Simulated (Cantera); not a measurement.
A Cantera script and what it prints.

```python
import numpy as np
import cantera as ct

gas_names = """
    H H2 N NH NH2 NH3 N2 N2H2 N2H4 Si SiH SiH2 SiH3 SiH4 SiN Si2 Si2N Si3
""".split()
cond_names = """
    Si(cr) Si(L) Si3N4(a)
""".split()


# ... load() reads the species with a 1 bar reference pressure and builds the phases ...
atoms = {
    'trisilylamine': {'Si': 3, 'N': 1, 'H': 9},
    'NH3': {'N': 1, 'H': 3},
    'N2': {'N': 2},
}
top_T = {'Si3N4(a)': 2400}  # K; cautious upper limits of use, not melting points


# ... equilibrate(T, P, feed) seeds the gas with the atoms and calls Mixture.equilibrate('TP', solver="vcs", rtol=1e-11, max_steps=5000) ...
results = []
feed = {'trisilylamine': 1, 'NH3': 5.2, 'N2': 0.99}  # mol
T = 1375  # K
P = 26  # Pa
mix = equilibrate(T, P, feed)
results.append((T, P, feed, dict(zip(mix.species_names, mix.species_moles))))
print(gas.report(threshold=1e-05))
for i in range(1, mix.n_phases):
    print(f"{mix.phase(i).name:16s} {mix.phase_moles(i):12.5e} mol")
```

It prints:

```
       temperature   1375 K
          pressure   26 Pa
           density   1.3171e-05 kg/m^3
  mean mol. weight   5.7914 kg/kmol
   phase of matter   gas

                          1 kg             1 kmol
                     ---------------   ---------------
          enthalpy        5.6312e+06        3.2613e+07  J
   internal energy        3.6572e+06         2.118e+07  J
           entropy             44428         2.573e+05  J/K
    Gibbs function       -5.5458e+07       -3.2118e+08  J
 heat capacity c_p              5561             32206  J/K
 heat capacity c_v            4125.4             23892  J/K

                      mass frac. Y      mole frac. X     chem. pot. / RT
                     ---------------   ---------------   ---------------
                 H        3.4192e-05        0.00019645           -13.382
                H2           0.29748           0.85458           -26.765
                N2           0.70248           0.14523           -35.933
     [  +15 minor]        1.9013e-06        3.8716e-07

Si(cr)            0.00000e+00 mol
Si3N4(a)          9.99998e-01 mol
```

Method: chemical equilibrium by Gibbs-energy minimisation in Cantera with the NASA 1993 tables (ideal gas, pure condensed phases). The feed counts by its element totals alone.
